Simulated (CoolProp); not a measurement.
Vapour-liquid equilibrium of benzene (1) + toluene (2) at 0.0269 MPa; x and y are mole fractions of (1).

Values from CoolProp's multi-fluid Helmholtz-energy mixture model, Thol 2012 and Lemmon 2006; pair parameters Bell 2016.

```csv
x,bubble temperature (K),y at the bubble point,dew temperature at overall composition x (K),liquid density (mol/L)
0.05,340.7,…,342.0,8.993
0.15,336.7,0.324,340.2,9.185
0.25,333.2,0.480,…,9.378
0.35,330.1,0.602,336.2,9.574
0.45,327.2,0.700,333.9,…
0.55,324.7,…,…,9.974
0.65,322.3,0.845,328.7,10.18
0.75,320.2,…,325.6,10.39
0.85,…,0.944,322.1,10.61
0.95,316.4,0.983,318.0,10.83
```

**Question.** What belongs in the gaps?

**Answer.** 
- 0.05, y at the bubble point: 0.123
- 0.25, dew temperature at overall composition x (K): 338.3
- 0.45, liquid density (mol/L): 9.772
- 0.55, y at the bubble point: 0.779
- 0.55, dew temperature at overall composition x (K): 331.4
- 0.75, y at the bubble point: 0.899
- 0.85, bubble temperature (K): 318.2

No azeotrope shows between x = 0.05 and 0.95.

The pair parameters rest on a limited set of measurements; away from them the model extrapolates.
